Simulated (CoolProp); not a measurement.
Ethanol at 298.15 K and 0.00596 MPa flows at 0.21 m/s in a round tube of 1 mm bore and 0.25 µm roughness, fully developed (64/Re and Nu = 3.66 if laminar; Colebrook and Gnielinski if turbulent). Each further row changes one setting.

Computed with CoolProp (reference Helmholtz-energy equation of state, Schroeder 2014).

```tsv
case	Reynolds number	Darcy friction factor	pressure drop (Pa/m)	heat-transfer coefficient (W/(m² K))	mass flow (kg/h)
as stated	(withheld)	(withheld)	59.0	55.7	(withheld)
velocity 0.42 m/s	5.32	12.0	(withheld)	55.7	(withheld)
diameter 2 mm	5.32	12.0	(withheld)	(withheld)	(withheld)
```

**Question.** What belongs in the gaps?

**Answer.** 
- as stated, Reynolds number: 2.66
- as stated, Darcy friction factor: 24.0
- as stated, mass flow (kg/h): 6.60e-5
- velocity 0.42 m/s, pressure drop (Pa/m): 118
- velocity 0.42 m/s, mass flow (kg/h): 0.000132
- diameter 2 mm, pressure drop (Pa/m): 14.7
- diameter 2 mm, heat-transfer coefficient (W/(m² K)): 27.9
- diameter 2 mm, mass flow (kg/h): 0.000264

Viscosity comes from a separate model (Kiselev 2005). Thermal conductivity comes from a separate model (Assael 2013).
